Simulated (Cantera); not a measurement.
Charge: 1 mol Si, 2.8 mol Cl₂, 0.17 mol H₂, 7.8 mol F₂, equilibrated at 0.240 bar.

Cantera equilibrium calculation (NASA polynomials, part measured and part estimated; ideal gas, pure solids and liquids). Candidate condensed phases: Si; 37 gas species. The numbers say what is thermodynamically allowed, not how fast it happens.

log p: log10 of the partial pressure in bar; nothing condenses.

| T (K) | log p ClF | log p F₂ | log p F | log p SiF₄ | log p ClF₃ | log p HF |
|---|---|---|---|---|---|---|
| 725 | -0.90 | -1.30 | -3.28 | -1.57 | -1.58 | -2.03 |
| 775 | -0.88 | -1.21 | -2.86 | -1.59 | -1.97 | -2.06 |
| 825 | -0.87 | -1.19 | (withheld) | -1.60 | (withheld) | -2.07 |
| 875 | -0.87 | -1.19 | -2.22 | -1.61 | -2.76 | -2.08 |
| 925 | -0.87 | -1.21 | -1.96 | -1.62 | -3.12 | -2.09 |
| 975 | -0.88 | -1.24 | (withheld) | -1.63 | (withheld) | -2.09 |
| 1025 | -0.89 | -1.29 | -1.55 | -1.64 | -3.79 | -2.10 |
| 1075 | -0.90 | -1.36 | -1.39 | -1.65 | -4.13 | -2.12 |
| 1125 | -0.91 | -1.47 | -1.26 | -1.66 | -4.47 | -2.13 |

### Question
Fill in the missing entries.

### Answer

- 825, log p F: -2.51
- 825, log p ClF₃: -2.38
- 975, log p F: -1.74
- 975, log p ClF₃: -3.46
